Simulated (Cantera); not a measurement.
Cantera run, input and output.

```python
import numpy as np
import cantera as ct

gas = ct.Solution("gri30.yaml")
gas.TPX = 1650, 130000, {'H2': 1, 'O2': 1.28, 'N2': 4.82}
reactor = ct.IdealGasReactor(gas, energy="on", clone=False)
net = ct.ReactorNet([reactor])
net.rtol, net.atol = 1e-08, 1e-16
show = ['H2', 'O2', 'NO2', 'N2O', 'H2O', 'OH']
times = np.geomspace(2e-06, 0.2, 11)

steps = ct.SolutionArray(gas, extra=["t"])
rows = []
print(f"{'t/s':>10s}{'T/K':>9s}{'P/Pa':>11s}" + "".join(f"{s:>11s}" for s in show))
for t in times:
    while net.time < t:
        t_next = net.step()
        steps.append(gas.state, t=t_next)
    rows.append([np.interp(t, steps.t, y) for y in (steps.T, steps.P, *steps(*show).X.T)])
    print(f"{t:10.3e}{rows[-1][0]:9.1f}{rows[-1][1]:11.4g}" + "".join(f"{x:11.3e}" for x in rows[-1][2:]))
rate = np.gradient(steps.T, steps.t)
print("integrator steps:", len(steps.t))
if steps.T.max() > steps.T[0] + 200:
    print(f"time of steepest temperature rise: {steps.t[rate.argmax()]:.4e} s")
gas.TPX = 1650, 130000, {'H2': 1, 'O2': 1.28, 'N2': 4.82}
gas.equilibrate("UV")
print(f"equilibrium (UV): T = {gas.T:.1f} K  " + "  ".join(f"{s} {gas[s].X[0]:.3e}" for s in show))
```

Output:

```
       t/s      T/K       P/Pa         H2         O2        NO2        N2O        H2O         OH
 2.000e-06   1650.0    1.3e+05  1.408e-01  1.803e-01  4.476e-18  1.065e-11  1.444e-05  3.977e-06
 6.325e-06   1668.7  1.314e+05  1.028e-01  1.609e-01  9.071e-12  1.129e-08  2.596e-02  6.211e-03
 2.000e-05   2176.0  1.661e+05  1.233e-02  1.047e-01  1.570e-08  3.662e-07  1.111e-01  2.407e-02
 6.325e-05   2574.2  1.916e+05  5.212e-03  1.089e-01  1.821e-07  9.365e-07  1.310e-01  2.187e-02
 2.000e-04   2650.2  1.963e+05  3.481e-03  1.103e-01  9.037e-07  1.259e-06  1.358e-01  1.893e-02
 6.325e-04   2646.0   1.96e+05  3.441e-03  1.091e-01  2.909e-06  1.259e-06  1.360e-01  1.868e-02
 2.000e-03   2635.8  1.952e+05  3.352e-03  1.063e-01  7.625e-06  1.286e-06  1.365e-01  1.809e-02
 6.325e-03   2623.5  1.941e+05  3.247e-03  1.031e-01  1.315e-05  1.362e-06  1.371e-01  1.739e-02
 2.000e-02   2620.8  1.939e+05  3.224e-03  1.024e-01  1.435e-05  1.384e-06  1.373e-01  1.724e-02
 6.325e-02   2620.8  1.939e+05  3.224e-03  1.023e-01  1.436e-05  1.384e-06  1.373e-01  1.724e-02
 2.000e-01   2620.8  1.939e+05  3.224e-03  1.023e-01  1.436e-05  1.384e-06  1.373e-01  1.724e-02
integrator steps: 1105
time of steepest temperature rise: 7.6991e-06 s
equilibrium (UV): T = 2620.8 K  H2 3.224e-03  O2 1.023e-01  NO2 1.436e-05  N2O 1.384e-06  H2O 1.373e-01  OH 1.724e-02
```

Model: GRI-Mech 3.0 (53 species, 325 reactions), integrated in Cantera.
